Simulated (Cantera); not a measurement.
A closed system holds: 1 mol KOH, 7.7 mol CO2, 0.023 mol H2.

Method: chemical equilibrium by Gibbs-energy minimisation in Cantera with the NASA 1993 tables (ideal gas, pure condensed phases). Candidate condensed phases: C, C6H6, C7H8, C8H18, H2O, K, KOH, KO2, K2CO3, K2O, K2O2; 116 gas species. Equilibrium is a limit: real reactors are often held back by kinetics, nucleation or transport.

Stable condensed phases, one row left out:

```
T in K \ P in Pa
              10      52     270    1400    7200   37000  190000 1000000
   1548        A       A       A       A       A       B       B       B
   1498        A       A       A       A       B       B       B       B
   1448        A       A       A       A       B       B       B       B
   1398        A       A       A       A       B       B       B       B
   1348        A       A       A       B       B       B       B       B
   1298        A       A       A       B       B       B       B       B
   1248        A       A       B       B       B       B       B       B
   1198        A       A       B       B       B       B       B       B
   1148        A       B       B       B       B       B       B       B
   1048        B       B       B       B       B       B       B       B
    998        B       B       B       B       B       B       B       B
    948        B       B       B       B       B       B       B       B
```

A: gas only; B: K2CO3.

Give the row for 1098 K.

10: K2CO3; 52: K2CO3; 270: K2CO3; 1400: K2CO3; 7200: K2CO3; 37000: K2CO3; 190000: K2CO3; 1000000: K2CO3.
